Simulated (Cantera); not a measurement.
Feed: 1 mol Cu2O, 1.5 mol CH4, 1 mol CO, equilibrated at 133 Pa.

These are equilibrium values from Cantera (NASA tables, ideal gas, pure condensed phases), not measurements of a reactor. Candidate condensed phases: C, C6H6, C7H8, C8H18, Cu, CuO, Cu(OH)2, Cu2O, H2O; 113 gas species. Equilibrium is a limit: real reactors are often held back by kinetics, nucleation or transport.

Task: At 1248 K, list the 3 most abundant gas species with their mole fractions, and the condensed phases.

Result: H2 0.600, CO 0.400, Cu 3.30e-5. Condensed: C(graphite) + Cu(s).
